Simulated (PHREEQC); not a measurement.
A solution holds 0.013 mol HNO3 and 0.0039 mol CuSO4 per kg of water, at 37 °C. Closed to the air; pH follows from the charge balance.

Computed with PHREEQC (ion-association model, wateq4f.dat).

```
quantity                   before     after
------------------------  -------  --------
pH                           2.00      1.28
ionic strength (mol/kgw)   0.0237    0.0743
SO4-2 (mol/kgw)           0.00189  0.000864
HSO4- (mol/kgw)           0.00156   0.00291
```

Q: What was changed between the two runs?
A. HNO3 from 0.013 to 0.065 mol/kgw
B. CuSO4 from 0.0039 to 0.039 mol/kgw
C. 0.00081 mol/kgw CsOH added
D. CuSO4 replaced by Rb2SO4 at the same molality
E. HNO3 from 0.013 to 0.0195 mol/kgw

A: A, HNO3 from 0.013 to 0.065 mol/kgw

Precipitation was switched off in this run. At this temperature some constants are extrapolated from 25 °C, and those without enthalpy data are left unchanged.
